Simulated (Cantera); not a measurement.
Feed: 1 mol MgO, 4.5 mol H2S, 2.6 mol O2, at 1700 K and 0.133 bar.

These are equilibrium values from Cantera (NASA tables, ideal gas, pure condensed phases), not measurements of a reactor. Candidate condensed phases: H2O, H2SO4, Mg, MgO, Mg(OH)2, MgS, MgSO4, S; 26 gas species. Kinetics and transport are ignored.

Base state: H2O 0.462, S2 0.223, H2 0.132, SO2 0.127, H2S 0.0352, SO 0.0109, SH 0.00560, S2O 0.00337 (mole fractions); condensed: MgO(s).

Question: What changes in the equilibrium state with this change: H2S from 4.5 to 2 mol?

Answer: 
```json
[
 {"species": "H2O", "before": "0.462", "after": "0.469"},
 {"species": "SO2", "before": "0.127", "after": "0.434"},
 {"species": "H2", "before": "0.132", "after": "0.0448"},
 {"species": "S2", "before": "0.223", "after": "0.0323"},
 {"species": "H2S", "before": "0.0352", "after": "0.00454"},
 {"species": "SO", "before": "0.0109", "after": "0.0125"},
 {"species": "SH", "before": "0.00560", "after": "0.00124"},
 {"species": "S", "before": "0.000409", "after": "0.000155"},
 {"species": "S2O", "before": "0.00337", "after": "0.00146"},
 {"species": "MgO(s), mol", "before": "1.000", "after": "1.000"}
]
```
